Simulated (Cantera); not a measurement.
A perfectly stirred reactor is fed with H2 : O2 = 0.27 : 1 (molar parts), equivalence ratio 0.14, at 0.0132 atm; it is held at 1200 K, and followed from long to short residence time.

Detailed kinetics in Cantera: the H2/O2 subset of GRI-Mech 3.0, which has no nitrogen chemistry. Radical loss at walls, strong at low pressure, is not modelled. The temperature is held fixed by assumption; the heat of reaction is taken as removed at once.

One state of this run: x H2 = 0.0135; x O2 = 0.702; x H2O2 = 4.08e-7; x H = 0.0450; x O = 0.0489; x H2O = 0.181; x HO2 = 9.41e-6. x: mole fraction; the columns are a selection and need not sum to one.

Q: Which value of τ (s) does it belong to?
A. 0.029
B. 0.31
C. 16
D. 0.0060

A: D, 0.0060
